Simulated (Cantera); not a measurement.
# Thermodynamics of carbothermic reduction, feed SiO2 + C + N2

A closed system holds: 1 mol SiO2, 0.46 mol C, 5.2 mol N2, at 1.90 bar.

These are equilibrium values from Cantera (NASA tables, ideal gas, pure condensed phases), not measurements of a reactor. Candidate condensed phases: C, Si, SiC, SiO2, Si2N2O, Si3N4; 34 gas species. N2 is the only nitrogen source here; it is nearly inert below about 1500 K, so the nitride shown seldom forms there in practice. Mutual solubility and eutectic melting of coexisting phases are not modelled. The tables hold silica as quartz up to 1696 K and as liquid above; real silica turns to tridymite and cristobalite and melts near 1996 K. Rates play no part.

| T (K) | log p N2 | log p CO | log p SiO | log p CO2 | log p SiO2 | log p Si | log p SiN | n SiO2(β-quartz) | n Si2N2O(s) | n SiO2(condensed) |
|---|---|---|---|---|---|---|---|---|---|---|
| 1398 | 0.24 | -0.80 | -7.01 | -4.27 | <-11 | <-11 | <-11 | 0.693 | 0.153 | 0 |
| 1448 | 0.24 | -0.80 | -6.36 | -4.26 | <-11 | <-11 | <-11 | 0.693 | 0.153 | 0 |
| 1498 | 0.24 | -0.80 | -5.76 | -4.25 | -11.70 | <-11 | <-11 | 0.693 | 0.153 | 0 |
| 1548 | 0.24 | -0.80 | -5.19 | -4.24 | -11.03 | <-11 | <-11 | 0.693 | 0.153 | 0 |
| 1598 | 0.24 | -0.80 | -4.66 | -4.22 | -10.41 | -11.24 | -11.18 | 0.693 | 0.153 | 0 |
| 1648 | 0.24 | -0.80 | -4.17 | -4.21 | -9.82 | -10.48 | -10.50 | 0.693 | 0.153 | 0 |
| 1698 | 0.24 | -0.80 | -3.70 | -4.21 | -9.27 | -9.77 | -9.86 | 0 | 0.153 | 0.693 |
| 1748 | 0.24 | -0.80 | -3.27 | -4.20 | -8.76 | -9.09 | -9.26 | 0 | 0.153 | 0.693 |
| 1798 | 0.24 | -0.80 | -2.86 | -4.20 | -8.28 | -8.46 | -8.69 | 0 | 0.152 | 0.692 |
log p: log10 of the partial pressure in bar; n: condensed amount in mol.

From 1398 K to 1648 K the condensed part is SiO2(β-quartz) + Si2N2O(s). From 1698 K to 1798 K the condensed part is SiO2(condensed) + Si2N2O(s). The main Si-bearing gas is SiO throughout.
